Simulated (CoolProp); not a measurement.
The fluoroketone C6F12O (FK-5-1-12) at 293.15 K and 0.0129 MPa is compressed adiabatically to 0.0688 MPa with isentropic efficiency 0.6. Each further row changes one setting.

The numbers come from the reference Helmholtz-energy equation of state, McLinden 2015 in CoolProp.

```json
[
 {"case": "as stated", "work (kJ/kg)": "21.5", "final temperature (K)": "319.2", "final phase": "gas", "final density (kg/m³)": "8.57"},
 {"case": "efficiency 1", "work (kJ/kg)": "12.9", "final temperature (K)": "311.5", "final phase": "two-phase, vapour fraction 0.981", "final density (kg/m³)": "9.00"},
 {"case": "efficiency 0.65", "work (kJ/kg)": "19.9", "final temperature (K)": "317.4", "final phase": "gas", "final density (kg/m³)": "8.63"}
]
```
